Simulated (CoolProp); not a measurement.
Saturation properties of R124 (Tc = 395.4 K, pc = 3.624 MPa, ω = 0.288).

Model: reference Helmholtz-energy equation of state, de Vries 1995, in CoolProp.

```csv
T (K),p (MPa),vapour density (kg/m³),liquid cp (kJ/(kg K)),vapour viscosity (µPa s),liquid conductivity (mW/(m K))
227.2,0.01887,1.381,1.012,9.74,94.3
244.4,0.04735,3.263,…,10.5,88.2
261.6,0.1031,6.764,1.063,11.3,82.1
278.7,0.2000,12.66,1.093,12.1,76.2
295.9,0.3567,22.07,…,12.9,70.5
313.1,…,36.40,1.174,13.7,…
330.2,0.9274,57.62,1.234,14.7,60.0
347.4,1.389,…,1.324,15.8,55.3
364.6,2.005,139.2,1.495,17.6,51.0
381.8,2.810,228.2,2.033,21.0,47.5
```

Question: Some entries are withheld; supply them.

Answer: 
- 244.4, liquid cp (kJ/(kg K)): 1.036
- 295.9, liquid cp (kJ/(kg K)): 1.129
- 313.1, p (MPa): 0.5926
- 313.1, liquid conductivity (mW/(m K)): 65.1
- 347.4, vapour density (kg/m³): 89.52

It boils at 261.2 K under 1 atm.

Viscosity comes from a separate model (Bell 2016), an estimate that may be off by 10 % or more. Thermal conductivity comes from a separate model (Huber 2003), an estimate that may be off by 10 % or more.
